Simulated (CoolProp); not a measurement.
Computed with CoolProp (reference Helmholtz-energy equation of state, Wagner 2002).

Q: Give the vapour pressure (MPa), liquid density (kg/m³), enthalpy of vaporisation (kJ/kg), liquid cp (kJ/(kg K)) of saturated water at 402.9, 515.2, 531.2 K.

A: 
```tsv
T (K)	p (MPa)	liquid density (kg/m³)	enthalpy of vaporisation (kJ/kg)	liquid cp (kJ/(kg K))
402.9	0.268	935	2170	4.26
515.2	3.47	810	1760	4.79
531.2	4.55	787	1670	4.96
```
